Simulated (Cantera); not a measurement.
A perfectly stirred reactor is fed with 0.596 % H2, 49.7 % O2, 49.7 % N2, equivalence ratio 0.0060, at 2670 Pa; it is held at 1200 K, and followed from long to short residence time.

Cantera simulation using GRI-Mech 3.0 (53 species, 325 reactions); the numbers are that mechanism's predictions, not measurements. Radical loss at walls, strong at low pressure, is not modelled.

x: mole fraction; the columns are a selection and need not sum to one.

| τ (s) | x H2 | x O2 | x O | x N2O | x HO2 | x NO | x H2O2 |
|---|---|---|---|---|---|---|---|
| 4.8 | 1.26e-5 | 0.495 | 0.000284 | 2.90e-8 | (withheld) | 4.16e-8 | 1.04e-8 |
| 1.1 | 2.90e-5 | 0.495 | 0.000700 | 2.52e-8 | (withheld) | 2.56e-8 | 1.55e-8 |
| 0.24 | 6.91e-5 | 0.494 | 0.00159 | 1.96e-8 | (withheld) | 1.89e-8 | 2.15e-8 |
| 0.052 | 0.000180 | 0.493 | 0.00283 | 1.24e-8 | (withheld) | 1.40e-8 | 3.05e-8 |
| 0.012 | 0.000519 | 0.493 | 0.00353 | 5.33e-9 | (withheld) | 6.86e-9 | 4.87e-8 |
| 0.0026 | 0.00169 | 0.493 | 0.00292 | 1.19e-9 | (withheld) | 1.46e-9 | 7.73e-8 |
| 0.00057 | 0.00513 | 0.496 | 0.000538 | 5.09e-11 | (withheld) | 1.08e-11 | 1.69e-8 |
| 0.00013 | 0.00596 | 0.497 | 7.31e-10 | <1e-12 | 7.12e-10 | <1e-12 | <1e-12 |

Q: Fill in the missing entries.

A: 
- 4.8, x HO2: 2.55e-7
- 1.1, x HO2: 4.42e-7
- 0.24, x HO2: 7.17e-7
- 0.052, x HO2: 1.06e-6
- 0.012, x HO2: 1.42e-6
- 0.0026, x HO2: 1.70e-6
- 0.00057, x HO2: 1.17e-6
